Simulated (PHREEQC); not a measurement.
# Brine

Solution (25 °C): 0.26 mol/kgw MgSO4, 0.028 mol/kgw H3BO3 and 0.32 mol/kgw MgCl2. Closed to the air; pH follows from the charge balance.

All values are PHREEQC results (Pitzer model, pitzer.dat), not measurements.

| Property | Value |
|---|---|
| pH | 5.09 |
| ionic strength | 2.00 mol/kgw |
| activity of water | 0.978 |
| density | 1.052 g/cm³ |
| osmotic coefficient | 0.814 |

```csv
species,molality,activity,log γ
Cl-,0.640,0.367,-0.241
Mg+2,0.580,0.131,-0.646
SO4-2,0.260,0.00905,-1.458
B(OH)3,0.0280,0.0317,0.055
MgB(OH)4+,1.11e-5,7.20e-6,-0.189
HSO4-,1.08e-5,7.04e-6,-0.187
H+,1.00e-5,8.17e-6,-0.088
B(OH)4-,9.29e-6,2.19e-6,-0.628
B3O3(OH)4-,3.87e-7,1.21e-7,-0.504
MgOH+,3.45e-8,2.44e-8,-0.151
OH-,5.04e-9,1.21e-9,-0.619
```

This is a speciation only: nothing precipitates in the calculation. In brines, pH and single-ion activities rest on the MacInnes convention.
